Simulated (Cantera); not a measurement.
# Halide evaporation, hydrolysis and transport: BaCl₂ + O₂ + N₂

Charge: 1 mol BaCl₂, 0.18 mol O₂, a varied amount of N₂, at 1298 K and 6.80 Pa.

Cantera equilibrium calculation (NASA polynomials, part measured and part estimated; ideal gas, pure solids and liquids). Candidate condensed phases: Ba, BaCl₂, BaO; 15 gas species. Condensed phases not in the tables: oxide chlorides. The numbers say what is thermodynamically allowed, not how fast it happens.

```
n(N₂) (mol)   x N₂  x BaCl₂      x O₂     x NO     x Cl  n BaO(s)
-----------  -----  -------  --------  -------  -------  --------
27           0.958   0.0355   0.00634  7.49e-5  4.35e-5  0.000612
63           0.982   0.0156   0.00277  5.01e-5  2.35e-5  0.000750
98           0.988   0.0101   0.00179  4.04e-5  1.69e-5  0.000835
130          0.991  0.00762   0.00135  3.51e-5  1.37e-5  0.000894
170          0.993  0.00584   0.00103  3.08e-5  1.12e-5  0.000954
200          0.994  0.00497  0.000878  2.84e-5  9.94e-6  0.000993
240          0.995  0.00414  0.000731  2.59e-5  8.67e-6   0.00104
```
x: gas mole fraction; n: condensed amount in mol.

From 27 mol N₂ to 240 mol N₂ the condensed part is BaO(s). The main Ba-bearing gas is BaCl₂ throughout.
